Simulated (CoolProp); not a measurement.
A simple Rankine cycle with cyclopropane: condensing at 326.15 K, boiler at 4.62 MPa, turbine inlet 388.9 K, turbine efficiency 0.8, pump efficiency 0.7, no recuperator. Each further row changes one setting.

Model: reference Helmholtz-energy equation of state, Polt 1992, in CoolProp. This equation is an older, rougher fit; its heat capacities, sound speeds and derivatives of the liquid may be far off and weren't checked against measurements.

```
case                             thermal efficiency (%)  net work (kJ/kg)  heat in (kJ/kg)  turbine exit temperature (K)  volume ratio over the turbine
-------------------------------  ----------------------  ----------------  ---------------  ----------------------------  -----------------------------
as stated                                           9.2              33.8              367                         326.1                           3.79
turbine inlet 408.9 K                              10.0              43.9              441                         346.9                           3.44
condensing temperature 318.15 K                    10.4              40.3              387                         318.1                           4.57
boiler pressure 3.23 MPa                            7.5              32.3              432                         348.2                           2.30
turbine efficiency 0.7                              7.8              28.6              367                         326.1                           3.85
```

The expansion ends wet for: as stated; condensing temperature 318.15 K; turbine efficiency 0.7.
